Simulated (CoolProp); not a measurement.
Vapour-liquid equilibrium of dimethyl carbonate (1) + n-heptane (2) at 0.119 MPa; x and y are mole fractions of (1).

Values from CoolProp's multi-fluid Helmholtz-energy mixture model, Zhou 2011 and Span 2003; pair parameters Bell 2016.

```
x     bubble temperature (°C)  y at the bubble point  dew temperature at overall composition x (°C)  liquid density (mol/L)
----  -----------------------  ---------------------  ---------------------------------------------  ----------------------
0.05                     99.2                  0.164                                          102.5                   6.245
0.15                     93.1                  0.357                                           99.6                   6.573
0.25                     90.0                  0.459                                           96.5                   6.907
0.35                     88.3                  0.520                                           93.3                   7.262
0.45                     87.5                  0.560                                           90.2                   7.651
0.55                     87.2                  0.591                                           87.7                   8.084
0.65                     87.2                  0.621                                           87.4                   8.570
0.75                     87.5                  0.660                                           89.2                   9.116
0.85                     88.7                  0.725                                           91.6                   9.725
0.95                     91.9                  0.864                                           94.0                   10.39
```

y crosses x between x = 0.55 and 0.65: the model has an azeotrope there.

Pair parameters are fitted to limited data, so mixtures are less certain than the pure fluids.
